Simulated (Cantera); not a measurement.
An isothermal, constant-pressure homogeneous reactor starts with C2H6 : N2 = 1 : 110 (molar parts), at 1500 K and 0.900 Torr. Integrator tolerance rtol = 1e-08.

Detailed kinetics in Cantera: GRI-Mech 3.0 (53 species, 325 reactions). GRI-Mech 3.0 stops at C3 and has no aromatics, soot or wall deposition, so with more carbon than oxygen in the feed, carbon stays in small species such as C2H2 where larger ones or solid carbon would form. Radical loss at walls, strong at low pressure, is not modelled.

**Question.** What does this change do: pressure from 0.900 Torr to 20.0 Torr?

**Answer.** 
```
quantity                                             before                                    after
-----------------  ----------------------------------------  ---------------------------------------
x(C2H6) at 3.00 s    1.25e-7 (gas-phase equilibrium <1e-12)   1.53e-7 (gas-phase equilibrium <1e-12)
x(C2H2) at 3.00 s   0.00830 (gas-phase equilibrium 0.00103)  0.00822 (gas-phase equilibrium 0.00103)
x(C2H) at 3.00 s    6.65e-8 (gas-phase equilibrium 7.49e-9)  1.02e-8 (gas-phase equilibrium 1.59e-9)
x(CH4) at 3.00 s   0.000966 (gas-phase equilibrium 7.67e-8)  0.00125 (gas-phase equilibrium 1.71e-6)
x(H2) at 3.00 s       0.0161 (gas-phase equilibrium 0.0177)    0.0158 (gas-phase equilibrium 0.0177)
x(CH3) at 3.00 s    8.05e-5 (gas-phase equilibrium 5.97e-9)  1.66e-5 (gas-phase equilibrium 2.82e-8)
```

**Question.** What does this change do: N2 110 to 40 parts?

**Answer.** 
| quantity | before | after |
|---|---|---|
| x(C2H6) at 3.00 s | 1.25e-7 (gas-phase equilibrium <1e-12) | 4.80e-7 (gas-phase equilibrium <1e-12) |
| x(C2H2) at 3.00 s | 0.00830 (gas-phase equilibrium 0.00103) | 0.0209 (gas-phase equilibrium 0.00559) |
| x(C2H) at 3.00 s | 6.65e-8 (gas-phase equilibrium 7.49e-9) | 6.50e-8 (gas-phase equilibrium 2.50e-8) |
| x(CH4) at 3.00 s | 0.000966 (gas-phase equilibrium 7.67e-8) | 0.00454 (gas-phase equilibrium 7.61e-7) |
| x(H2) at 3.00 s | 0.0161 (gas-phase equilibrium 0.0177) | 0.0396 (gas-phase equilibrium 0.0465) |
| x(CH3) at 3.00 s | 8.05e-5 (gas-phase equilibrium 5.97e-9) | 0.000148 (gas-phase equilibrium 3.65e-8) |
